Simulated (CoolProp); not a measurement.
Vapour-liquid equilibrium of dimethyl carbonate (1) + n-decane (2) at 414.4 K; x and y are mole fractions of (1).

The numbers come from the multi-fluid Helmholtz-energy mixture model, Zhou 2011 and Lemmon 2006; pair parameters Bell 2016 in CoolProp.

Give the bubble pressure and the first vapour's composition at x = 0.5, 0.65, 0.8. Is there an azeotrope?

x = 0.5: 0.3193 MPa, y = 0.898; x = 0.65: 0.3420 MPa, y = 0.914; x = 0.8: 0.3669 MPa, y = 0.937. No azeotrope shows between x = 0.05 and 0.95.

Pair parameters are fitted to limited data, so mixtures are less certain than the pure fluids. With so large a gap from Raoult's law the liquid may split in two, which this calculation doesn't test in full.
